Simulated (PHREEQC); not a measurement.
Consider water at 25 °C with 0.0019 mol CuSO4, 0.02 mol HCl, 0.017 mol KCl and 0.0065 mol Na2CO3 per kg of water. Closed to the air; pH follows from the charge balance.

Computed with PHREEQC (ion-association model, wateq4f.dat).

No solid was allowed to form.

Question: Predict the pH.

Answer: pH 2.25.

Question: In which forms is Cu present?

Answer: Cu+2 90 %, CuSO4 5.6 %, CuCl+ 4.5 % of the Cu.
